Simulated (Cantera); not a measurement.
An isothermal, constant-pressure homogeneous reactor starts with 18.2 % CH₄, 65.6 % CO₂, 11.5 % H₂, 4.74 % H₂O, at 1848 K and 5.00 bar.

Model: GRI-Mech 3.0 (53 species, 325 reactions), integrated in Cantera.

One state of this run: x CH₄ = 0.00112; x CO₂ = 0.160; x H₂ = 0.159; x H = 9.38e-5; x H₂O = 0.225; x C₂H₆ = 5.69e-8; x CO = 0.454. x: mole fraction; the columns are a selection and need not sum to one.

Question: Which value of t (s) does it belong to?
(A) 0.00312
(B) 0.00711
(C) 0.0843
(D) 0.192

Answer: C, 0.0843
